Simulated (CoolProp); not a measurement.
Dry air at 293.15 K and 0.573 MPa flows at 1.1 m/s in a round tube of 1 mm bore and 15 µm roughness, fully developed (64/Re and Nu = 3.66 if laminar; Colebrook and Gnielinski if turbulent). Each further row changes one setting.

Values from CoolProp's reference Helmholtz-energy equation of state, Lemmon 2000. It is a pseudo-pure fit of the blend.

| case | Reynolds number | Darcy friction factor | pressure drop (Pa/m) | heat-transfer coefficient (W/(m² K)) | mass flow (kg/h) |
|---|---|---|---|---|---|
| as stated | 411 | 0.156 | [?] | 95.3 | 0.0212 |
| velocity 2.2 m/s | 821 | 0.0779 | [?] | 95.3 | 0.0424 |
| diameter 2 mm | 821 | 0.0779 | [?] | [?] | [?] |

Some entries are withheld; supply them.


- as stated, pressure drop (Pa/m): 643
- velocity 2.2 m/s, pressure drop (Pa/m): 1290
- diameter 2 mm, pressure drop (Pa/m): 161
- diameter 2 mm, heat-transfer coefficient (W/(m² K)): 47.6
- diameter 2 mm, mass flow (kg/h): 0.0849

Viscosity comes from a separate model (Lemmon 2004). Thermal conductivity comes from a separate model (Lemmon 2004).
